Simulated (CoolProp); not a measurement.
Ethylbenzene along the isobar 1020 kPa: Z from the reference equation and from simpler models built on Tc = 617.1 K, pc = 3622 kPa, ω = 0.304; each cubic takes its own stable root.

Values from CoolProp's reference Helmholtz-energy equation of state, Zhou 2012.

| T (K) | phase | reference | van der Waals | Soave-Redlich-Kwong |
|---|---|---|---|---|
| 485.1 | liquid | 0.03951 | 0.8242 | 0.04534 |
| 493.8 | liquid | 0.03945 | 0.8330 | 0.04545 |
| 502.6 | liquid | 0.03944 | 0.8413 | 0.04566 |
| 511.3 | liquid | 0.03948 | 0.8488 | 0.04598 |
| 520.1 | liquid | 0.03959 | 0.8559 | 0.04644 |
| 528.9 | gas | 0.7957 | 0.8625 | 0.8134 |
| 537.6 | gas | 0.8106 | 0.8686 | 0.8251 |
| 546.4 | gas | 0.8239 | 0.8743 | 0.8359 |
| 555.1 | gas | 0.8356 | 0.8796 | 0.8457 |
| 563.9 | gas | 0.8462 | 0.8847 | 0.8548 |
| 572.6 | gas | 0.8556 | 0.8894 | 0.8632 |
| 581.4 | gas | 0.8642 | 0.8939 | 0.8709 |
| 590.1 | gas | 0.8720 | 0.8981 | 0.8781 |
| 598.9 | gas | 0.8792 | 0.9021 | 0.8848 |
| 607.6 | gas | 0.8857 | 0.9058 | 0.8910 |
| 616.4 | gas | 0.8918 | 0.9094 | 0.8969 |

At some of these states van der Waals gives the other phase, because its saturation line lies elsewhere.
